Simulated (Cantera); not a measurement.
Source: NASA polynomial tables (part measured, part estimated), evaluated in Cantera. Values are per mole of reaction as written; species without (g) are pure solids or liquids, kept so even where they would boil at 1 bar.

a) 0.6667 Al + Br2(g) ⇌ 0.6667 AlBr3(g)
b) Hg + Br2(g) ⇌ HgBr2
c) Mg + Br2(g) ⇌ MgBr2

**Question.** Order these by ΔG° at 623 K, most negative first.

**Answer.** c (-457 kJ), a (-285 kJ), b (-112 kJ)
